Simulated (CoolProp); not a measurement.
A single-stage vapour-compression cycle with propane: evaporating at 250.15 K (dew point), condensing at 299.15 K (bubble point), superheat 0 K, subcooling 0 K, compressor efficiency 0.9, no pressure losses. Each further row changes one setting.

Values from CoolProp's reference Helmholtz-energy equation of state, Lemmon 2009.

```tsv
case	cooling COP	pressure ratio	discharge temperature (K)	refrigerating effect (kJ/kg)	volumetric capacity (kJ/m³)
as stated	3.61	4.46	311.3	281	1390
evaporating temperature 255.15 K	(withheld)	3.72	309.5	287	1690
condensing temperature 294.15 K	4.16	3.92	305.6	294	1460
subcooling 5 K	3.79	4.46	311.3	294	1460
superheat 10 K	(withheld)	4.46	321.2	297	(withheld)
compressor efficiency 0.8	3.21	4.46	316.2	281	1390
```

Fill in the missing entries.


- evaporating temperature 255.15 K, cooling COP: 4.20
- superheat 10 K, cooling COP: 3.63
- superheat 10 K, volumetric capacity (kJ/m³): 1400
